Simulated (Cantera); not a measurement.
## Silicon epitaxy and polysilicon growth: SiH₂Cl₂ + Cl₂ + H₂

Input: 1 mol SiH₂Cl₂, 0.0034 mol Cl₂, 160 mol H₂, at 4.00 mbar.

These are equilibrium values from Cantera (NASA tables, ideal gas, pure condensed phases), not measurements of a reactor. Candidate condensed phases: Si; 19 gas species. The tables' values for SiCl, SiCl₃ are old estimates; treat these amounts as uncertain. Gases not in the tables: Si₂H₆ and higher silanes. Equilibrium is a limit: real reactors are often held back by kinetics, nucleation or transport.

```tsv
T (°C)	x H₂	x HCl	x H	x SiCl₂	x Si	x Cl	x SiCl	n Si(s)	n Si(l)
875	0.988	0.0117	1.13e-6	0.000304	4.56e-11	1.18e-8	1.24e-9	0.947	0
925	0.988	0.0117	2.99e-6	0.000326	3.22e-10	3.07e-8	4.36e-9	0.945	0
975	0.988	0.0117	7.34e-6	0.000346	1.94e-9	7.42e-8	1.38e-8	0.943	0
1025	0.988	0.0116	1.68e-5	0.000365	1.02e-8	1.68e-7	4.00e-8	0.940	0
1075	0.988	0.0116	3.64e-5	0.000383	4.70e-8	3.56e-7	1.07e-7	0.937	0
1125	0.988	0.0116	7.44e-5	0.000400	1.95e-7	7.18e-7	2.66e-7	0.935	0
1175	0.988	0.0115	0.000145	0.000416	7.31e-7	1.38e-6	6.20e-7	0.932	0
1225	0.988	0.0115	0.000270	0.000431	2.51e-6	2.54e-6	1.36e-6	0.929	0
1275	0.988	0.0115	0.000484	0.000445	7.94e-6	4.49e-6	2.85e-6	0.925	0
1325	0.987	0.0115	0.000836	0.000457	2.34e-5	7.68e-6	5.68e-6	0.920	0
1375	0.987	0.0114	0.00140	0.000469	6.44e-5	1.27e-5	1.08e-5	0.909	0
1425	0.986	0.0114	0.00227	0.000473	0.000164	2.04e-5	1.96e-5	0	0.888
```
x: gas mole fraction; n: condensed amount in mol.

From 875 °C to 1375 °C the condensed part is Si(s). At 1425 °C the condensed part is Si(l). The main Si-bearing gas is SiCl₂ throughout. The share of Si in condensed phases is highest at 875 °C (94.7 %) and lowest at 1425 °C (88.8 %).
